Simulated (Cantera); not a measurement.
Charge: 1 mol B2H6, a varied amount of O2, at 577 °C and 10.0 mbar.

Equilibrium computed with Cantera from the NASA thermochemical tables; the gas is ideal and each condensed phase is pure. Candidate condensed phases: B, B2O3, B3O3H3, H2O; 23 gas species. The feed counts by its element totals alone. Gases not in the tables: H3BO3. Rates play no part.

Q: Which condensed phases are stable at each of these points (n(O2) (mol)): 0.13, 0.17, 0.22, 0.28, 0.36, 0.47, 0.6, 0.78, 1, 1.3, 1.7, 2.1, 2.7?

A: 
```tsv
n(O2) (mol)	condensed phases	B condensed (%)
0.13	B(s) + B2O3(l)	99.8
0.17	B(s) + B2O3(l)	99.8
0.22	B(s) + B2O3(l)	99.8
0.28	B(s) + B2O3(l)	99.8
0.36	B(s) + B2O3(l)	99.8
0.47	B(s) + B2O3(l)	99.8
0.6	B(s) + B2O3(l)	99.8
0.78	B(s) + B2O3(l)	99.8
1	B(s) + B2O3(l)	99.8
1.3	B(s) + B2O3(l)	99.8
1.7	B2O3(l)	99.9
2.1	B2O3(l)	99.3
2.7	B2O3(l)	97.9
```

From 0.13 mol O2 to 1.3 mol O2 the condensed part is B(s) + B2O3(l). From 1.7 mol O2 to 2.7 mol O2 the condensed part is B2O3(l). The share of B in condensed phases is highest at 1.7 mol O2 (99.9 %) and lowest at 2.7 mol O2 (97.9 %).
